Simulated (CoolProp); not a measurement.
Saturation properties of sulfur hexafluoride.

Computed with CoolProp (reference Helmholtz-energy equation of state, Guder 2009).

```
T (°C)  p (kPa)  enthalpy of vaporisation (kJ/kg)  vapour Z
------  -------  --------------------------------  --------
-18.75        ?                             95.82    0.8442
-13.55    844.3                             92.82    0.8252
-8.35     986.7                             89.63         ?
-3.25      1143                             86.28    0.7828
1.95       1320                             82.61    0.7587
7.15       1517                             78.63    0.7325
12.35         ?                             74.29    0.7039
17.55         ?                             69.48    0.6723
22.75      2241                             64.08         ?
27.95      2532                                 ?    0.5972
```

### Question
What belongs in the gaps?

### Answer

- -18.75, p (kPa): 717.6
- -8.35, vapour Z: 0.8046
- 12.35, p (kPa): 1736
- 17.55, p (kPa): 1976
- 22.75, vapour Z: 0.6372
- 27.95, enthalpy of vaporisation (kJ/kg): 57.87
